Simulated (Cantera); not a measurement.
Input: 1 mol BN, 14 mol F2, 0.47 mol N2, 3.9 mol Cl2, equilibrated at 1848.15 K and 8600 Pa.

Cantera equilibrium calculation (NASA polynomials, part measured and part estimated; ideal gas, pure solids and liquids). Candidate condensed phases: B, BN; 21 gas species. Kinetics and transport are ignored.

Base state: F 0.698, Cl 0.132, ClF 0.0970, BF3 0.0318, N2 0.0309, Cl2 0.00966, F2 0.000449 (mole fractions); condensed: gas only.

What changes in the equilibrium state with this change: temperature from 1848.15 K to 1373 K?


```csv
species,before,after
F,0.698,0.618
ClF,0.0970,0.291
BF3,0.0318,0.0376
Cl,0.132,0.00127
F2,0.000449,0.0152
N2,0.0309,0.0365
Cl2,0.00966,0.000264
```
